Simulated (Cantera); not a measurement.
# NO annealing gas

An isothermal, constant-pressure homogeneous reactor starts with 32.3 % NO, 67.7 % N2, at 2125 K and 0.0263 atm.

Model: GRI-Mech 3.0 (53 species, 325 reactions), integrated in Cantera. Radical loss at walls, strong at low pressure, is not modelled.

```
t (s)        x NO      x O2       x O    x N2O   x N2    x NO2
--------  -------  --------  --------  -------  -----  -------
0.000200    0.323   3.51e-9   1.53e-6  1.49e-6  0.677  2.27e-9
0.000500    0.323   2.23e-8   3.91e-6  3.65e-6  0.677  1.31e-8
0.00125     0.323   1.44e-7   1.02e-5  8.67e-6  0.677  6.83e-8
0.00313     0.323   9.70e-7   2.80e-5  1.91e-5  0.677  2.99e-7
0.00783     0.322   7.00e-6   8.13e-5  3.54e-5  0.677  1.07e-6
0.0196      0.322   5.30e-5  0.000234  4.78e-5  0.678  3.16e-6
0.0490      0.321  0.000373  0.000564  4.67e-5  0.678  6.84e-6
0.123       0.317   0.00201  0.000966  4.17e-5  0.680  1.07e-5
0.306       0.306   0.00767   0.00129  3.63e-5  0.685  1.49e-5
0.766       0.271    0.0245   0.00183  2.60e-5  0.702  2.14e-5
1.92        0.182    0.0687   0.00277  1.01e-5  0.747  2.38e-5
4.80       0.0563     0.131   0.00369  9.12e-7  0.809  1.03e-5
12.0       0.0124     0.153   0.00398  1.04e-7  0.831  2.44e-6
30.0      0.00937     0.154   0.00400  8.77e-8  0.832  1.85e-6
```
x: mole fraction; the columns are a selection and need not sum to one.

Equilibrium at this temperature and pressure: NO 0.00936, O2 0.154, O 0.00400, N2O 8.76e-8, N2 0.832, NO2 1.85e-6 (gas phase only).
